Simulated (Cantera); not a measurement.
Standard-state values (1 bar) from the NASA 1993 polynomials, evaluated with Cantera. Values are per mole of reaction as written; species without (g) are pure solids or liquids, kept so even where they would boil at 1 bar.

Problem. Between 300 and 2300 K, where is each reaction favourable under standard conditions?
- 4 OH(g) + Zr → ZrO2(g) + 2 H2O(g)

Solution. 
- 4 OH(g) + Zr → ZrO2(g) + 2 H2O(g): ΔG° is -890 kJ at 300 K and -586 kJ at 2300 K; it stays negative (K > 1). ΔH° is -982 kJ and ΔS° -172 J/K at 2300 K.
